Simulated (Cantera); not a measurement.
Input: 1 mol Nb₂O₅, 160 mol H₂, 0.62 mol H₂O, held at 34.0 mbar.

These are equilibrium values from Cantera (NASA tables, ideal gas, pure condensed phases), not measurements of a reactor. Candidate condensed phases: H₂O, Nb, NbO, NbO₂, Nb₂O₅; 12 gas species. Condensed phases not in the tables: the oxides between NbO₂ and Nb₂O₅. Equilibrium is a limit: real reactors are often held back by kinetics, nucleation or transport. All values below are at 1825 K.

Base state: H₂ 0.988, H₂O 0.0101, H 0.00237 (mole fractions); condensed: NbO₂(s).

**Question.** What changes in the equilibrium state with this change: pressure from 34.0 mbar to 9.20 mbar?

**Answer.** 
```json
[
 {"species": "H₂", "before": "0.988", "after": "0.985"},
 {"species": "H₂O", "before": "0.0101", "after": "0.0101"},
 {"species": "H", "before": "0.00237", "after": "0.00456"},
 {"species": "NbO₂", "before": "5.18e-6", "after": "1.91e-5"},
 {"species": "NbO₂(s), mol", "before": "2.00", "after": "2.00"}
]
```

**Question.** What changes in the equilibrium state with this change: Nb₂O₅ replaced by Fe₂O₃?

**Answer.** 
```
species        before    after
------------  -------  -------
H₂              0.988    0.974
H₂O            0.0101   0.0225
H             0.00237  0.00236
Fe                  0  0.00123
NbO₂(s), mol     2.00        0
Fe(l), mol          0     1.80
```
Further candidate phases: Fe, FeO, Fe(OH)₂, Fe(OH)₃, Fe₂O₃, Fe₃O₄.
